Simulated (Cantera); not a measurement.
A perfectly stirred reactor is fed with CH4 : H2 : O2 : N2 = 1 : 0.24 : 3.31 : 12.5 (molar parts), equivalence ratio 0.64, at 5.00 bar; it is adiabatic with a 475 K inlet, and is followed from long to short residence time, starting on the burning branch (τ in s: 0.035, 0.014, 0.0052, 0.002, 0.00076, 0.00029, 0.00011, 4.3e-05, 1.6e-05).

Computed with Cantera and GRI-Mech 3.0 (53 species, 325 reactions).

x: mole fraction; the columns are a selection and need not sum to one.

| τ (s) | T (K) | x CH4 | x H2 | x O2 | x C2H | x N2O | x C2H4 | x CH3 |
|---|---|---|---|---|---|---|---|---|
| 0.035 | 1880 | 8.94e-6 | 5.78e-5 | 0.0702 | 1.71e-12 | 6.31e-7 | 2.25e-9 | 2.31e-6 |
| 0.014 | 1878 | 1.76e-5 | 9.37e-5 | 0.0702 | 5.77e-12 | 8.84e-7 | 7.43e-9 | 4.57e-6 |
| 0.0052 | 1872 | 3.49e-5 | 0.000169 | 0.0704 | 1.75e-11 | 1.28e-6 | 2.24e-8 | 8.92e-6 |
| 0.0020 | 1863 | 6.64e-5 | 0.000308 | 0.0707 | 4.41e-11 | 1.67e-6 | 5.75e-8 | 1.63e-5 |
| 0.00076 | 1846 | 0.000129 | 0.000566 | 0.0714 | 1.00e-10 | 1.82e-6 | 1.40e-7 | 2.94e-5 |
| 0.00029 | 1815 | (withheld) | (withheld) | 0.0729 | 2.10e-10 | (withheld) | (withheld) | (withheld) |
| 0.00011 | 1754 | 0.000645 | 0.00190 | 0.0768 | 4.58e-10 | 1.25e-6 | 1.18e-6 | 0.000109 |
| 4.3e-5 | 475 | 0.0587 | 0.0141 | 0.194 | <1e-12 | <1e-12 | <1e-12 | <1e-12 |
| 1.6e-5 | 475 | 0.0587 | 0.0141 | 0.194 | <1e-12 | <1e-12 | <1e-12 | <1e-12 |

**Question.** Fill in the missing entries.

**Answer.** 
- 0.00029, x CH4: 0.000264
- 0.00029, x H2: 0.00103
- 0.00029, x N2O: 1.66e-6
- 0.00029, x C2H4: 3.46e-7
- 0.00029, x CH3: 5.36e-5
